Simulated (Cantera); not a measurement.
## Silicon etching in halogen gases: Si + Br2 + H2

Feed: 1 mol Si, 1.4 mol Br2, a varied amount of H2, at 1100 K and 510 Pa.

Cantera equilibrium calculation (NASA polynomials, part measured and part estimated; ideal gas, pure solids and liquids). Candidate condensed phases: Br2, Si; 19 gas species. The tables' values for SiBr3 are old estimates; treat these amounts as uncertain. Equilibrium is a limit: real reactors are often held back by kinetics, nucleation or transport.

From 2.2 mol H2 to 64 mol H2 the condensed part is Si(s). The main Si-bearing gas is SiBr4 at 2.2 mol H2 and SiBr2 at 64 mol H2. The share of Si in condensed phases is highest at 64 mol H2 (84.5 %) and lowest at 2.2 mol H2 (33.0 %).

| n(H2) (mol) | x H2 | x SiBr4 | x HBr | x SiBr2 | x SiBr3 | x SiHBr3 | n Si(s) |
|---|---|---|---|---|---|---|---|
| 2.2 | 0.632 | 0.153 | 0.152 | 0.0496 | 0.00789 | 0.00556 | 0.330 |
| 3.2 | 0.699 | 0.105 | 0.145 | 0.0410 | 0.00593 | 0.00440 | 0.354 |
| 4.6 | 0.754 | 0.0690 | 0.136 | 0.0333 | 0.00433 | 0.00334 | 0.386 |
| 6.7 | 0.802 | 0.0423 | 0.124 | 0.0261 | 0.00301 | 0.00239 | 0.428 |
| 9.8 | 0.842 | 0.0241 | 0.110 | 0.0197 | 0.00197 | 0.00160 | 0.484 |
| 14 | 0.874 | 0.0131 | 0.0964 | 0.0145 | 0.00124 | 0.00103 | 0.547 |
| 21 | 0.904 | 0.00575 | 0.0798 | 0.00960 | 0.000672 | 0.000567 | 0.630 |
| 30 | 0.925 | 0.00243 | 0.0652 | 0.00625 | 0.000353 | 0.000301 | 0.707 |
| 44 | 0.945 | 0.000825 | 0.0502 | 0.00364 | 0.000157 | 0.000135 | 0.784 |
| 64 | 0.960 | 0.000247 | 0.0375 | 0.00199 | 6.35e-5 | 5.52e-5 | 0.845 |
x: gas mole fraction; n: condensed amount in mol.
